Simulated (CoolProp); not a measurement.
Vapour-liquid equilibrium of carbon dioxide (1) + CH2F2 (R32) (2) at 9.08 bar; x and y are mole fractions of (1).

Values from CoolProp's multi-fluid Helmholtz-energy mixture model, Span 1996 and Tillner-Roth 1997; pair parameters Bell 2016.

Task: Give the bubble temperature and the first vapour's composition at x = 0.45, 0.55, 0.85. Is there an azeotrope?

Result: x = 0.45: 247.1 K, y = 0.775; x = 0.55: 243.1 K, y = 0.838; x = 0.85: 234.0 K, y = 0.959. No azeotrope shows between x = 0.05 and 0.95.

Pair parameters are fitted to limited data, so mixtures are less certain than the pure fluids.
